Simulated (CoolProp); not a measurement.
The numbers come from the reference Helmholtz-energy equation of state, Bücker 2006 in CoolProp.

**Question.** Give the vapour pressure (bar), liquid cp (kJ/(kg K)), vapour viscosity (µPa s) of saturated ethane at 275.4 K.

**Answer.** 
```
T (K)  p (bar)  liquid cp (kJ/(kg K))  vapour viscosity (µPa s)
-----  -------  ---------------------  ------------------------
275.4     25.2                   3.72                      9.95
```

Viscosity comes from a separate model (Friend 1991).
